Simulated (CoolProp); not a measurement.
Vapour pressure (kPa) of n-heptane: the reference equation beside estimates from Tc = 541.2 K, pc = 2774 kPa, ω = 0.349.

Computed with CoolProp (reference Helmholtz-energy equation of state, Span 2003). It is a short technical equation, of lower accuracy than the large ones.

```csv
T (K),reference,van der Waals,Soave-Redlich-Kwong,Peng-Robinson
394.1,188.1,677.9,187.6,186.5
401.6,227.0,743.8,226.9,225.1
409,271.1,812.6,271.6,269.1
416.4,321.5,885.5,322.7,319.3
423.8,378.8,962.3,380.9,376.5
431.3,444.3,1044,447.7,442.1
438.7,517.1,1130,521.9,515.1
446.1,598.5,1219,605.0,596.9
453.5,689.2,1313,697.7,688.3
461,791.3,1412,802.1,791.3
468.4,902.8,1515,916.0,903.9
475.8,1026,1622,1042,1028
483.2,1161,1734,1180,1165
```

Absolute difference from the reference over all 13 rows, mean and median: van der Waals 132.2 and 118.5 %, Soave-Redlich-Kwong 0.9 and 0.9 %, Peng-Robinson 0.4 and 0.4 %.
